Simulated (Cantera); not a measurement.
A perfectly stirred reactor is fed with 1.09 % H₂, 98.9 % O₂, equivalence ratio 0.0055, at 0.0263 atm; it is held at 1398 K, and followed from long to short residence time.

Cantera simulation using GRI-Mech 3.0 (53 species, 325 reactions); the numbers are that mechanism's predictions, not measurements. Radical loss at walls, strong at low pressure, is not modelled.

x: mole fraction; the columns are a selection and need not sum to one.

```
τ (s)        x H₂   x O₂      x OH   x H₂O₂    x H₂O    x HO₂       x H
-------  --------  -----  --------  -------  -------  -------  --------
1.2       1.78e-5  0.987  0.000600  1.06e-8   0.0106        ?   2.29e-5
0.39      3.36e-5  0.986  0.000821  1.43e-8   0.0104        ?   5.87e-5
0.13      6.22e-5  0.984   0.00106  1.79e-8   0.0103        ?  0.000126
0.043    0.000120  0.982   0.00130  2.12e-8   0.0100        ?  0.000218
0.014    0.000262  0.980   0.00153  2.51e-8  0.00971        ?  0.000309
0.0048   0.000620  0.980   0.00182  3.13e-8  0.00916        ?  0.000387
0.0016    0.00157  0.980   0.00220  4.08e-8  0.00798  1.22e-6  0.000451
0.00053   0.00398  0.983   0.00233  4.50e-8  0.00554  1.28e-6  0.000411
0.00018   0.00941  0.988  0.000730  9.47e-9  0.00106        ?   9.28e-5
```

**Question.** Complete the blanks.

**Answer.** 
- 1.2, x HO₂: 3.31e-7
- 0.39, x HO₂: 4.84e-7
- 0.13, x HO₂: 6.47e-7
- 0.043, x HO₂: 7.96e-7
- 0.014, x HO₂: 9.27e-7
- 0.0048, x HO₂: 1.06e-6
- 0.00018, x HO₂: 8.11e-7
